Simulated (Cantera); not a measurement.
Feed: 1 mol toluene, 0.086 mol CO₂, at 1677 °C and 1.10 bar.

Equilibrium computed with Cantera from the NASA thermochemical tables; the gas is ideal and each condensed phase is pure. Candidate condensed phases: C, C₆H₆, C₇H₈, C₈H₁₈, H₂O; 110 gas species. Equilibrium is a limit: real reactors are often held back by kinetics, nucleation or transport.

Base state: H₂ 0.957, CO 0.0412, H 0.00107, C₂H₂ (acetylene) 0.000523, CH₄ 0.000490, CH₃ 1.09e-5 (mole fractions); condensed: C(graphite).

Problem. What changes in the equilibrium state with this change: pressure from 1.10 bar to 60.0 bar?

Solution. 
```tsv
species	before	after
H₂	0.957	0.931
CO	0.0412	0.0420
CH₄	0.000490	0.0253
H	0.00107	0.000143
H₂O	6.24e-6	0.000337
C₂H₄	4.94e-6	0.000255
CH₃	1.09e-5	7.74e-5
C₂H₂ (acetylene)	0.000523	0.000509
C(graphite), mol	6.91	6.81
```
The ideal-gas law is rough above about 30 bar.

Problem. What changes in the equilibrium state with this change: temperature from 1677 °C to 1850 °C?

Solution. 
| species | before | after |
|---|---|---|
| H₂ | 0.957 | 0.954 |
| CO | 0.0412 | 0.0412 |
| H | 0.00107 | 0.00334 |
| C₂H₂ (acetylene) | 0.000523 | 0.00158 |
| CH₃ | 1.09e-5 | 2.13e-5 |
| CH₄ | 0.000490 | 0.000313 |
| C(graphite), mol | 6.91 | 6.90 |
